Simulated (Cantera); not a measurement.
## Hydrocarbon pyrolysis for carbon deposition

An isothermal, constant-pressure homogeneous reactor starts with C₂H₆ : H₂ = 1 : 96 (molar parts), at 1650 K and 490 Pa.

Cantera simulation using GRI-Mech 3.0 (53 species, 325 reactions); the numbers are that mechanism's predictions, not measurements. GRI-Mech 3.0 stops at C3 and has no aromatics, soot or wall deposition, so with more carbon than oxygen in the feed, carbon stays in small species such as C2H2 where larger ones or solid carbon would form. Radical loss at walls, strong at low pressure, is not modelled.

| t (s) | x C₂H₆ | x H₂ | x CH₄ | x CH₂ | x C₂H₄ |
|---|---|---|---|---|---|
| 0.000500 | 0.00753 | 0.986 | 0.00241 | 9.01e-7 | 0.000758 |
| 0.00144 | 0.00169 | 0.981 | 0.00972 | 3.59e-6 | 0.00253 |
| 0.00416 | 5.31e-6 | 0.979 | 0.0126 | 2.83e-6 | 0.00154 |
| 0.0120 | 1.44e-6 | 0.980 | 0.0126 | 2.17e-6 | 0.000285 |
| 0.0347 | 1.24e-6 | 0.980 | 0.0123 | 1.74e-6 | 4.14e-5 |
| 0.100 | 9.27e-7 | 0.981 | 0.0117 | 1.16e-6 | 3.04e-5 |
| 0.289 | 5.66e-7 | 0.982 | 0.0107 | 5.95e-7 | 2.03e-5 |
| 0.833 | 3.07e-7 | 0.984 | 0.00945 | 2.85e-7 | 1.28e-5 |
| 2.40 | 1.70e-7 | 0.985 | 0.00759 | 1.81e-7 | 8.54e-6 |
| 6.93 | 7.35e-8 | 0.986 | 0.00488 | 1.28e-7 | 5.41e-6 |
| 20.0 | 1.72e-8 | 0.987 | 0.00228 | 6.87e-8 | 3.77e-6 |
x: mole fraction; the columns are a selection and need not sum to one.

Equilibrium at this temperature and pressure: C₂H₆ 5.20e-11, H₂ 0.989, CH₄ 9.42e-5, CH₂ 3.25e-9, C₂H₄ 3.51e-6 (gas phase only).
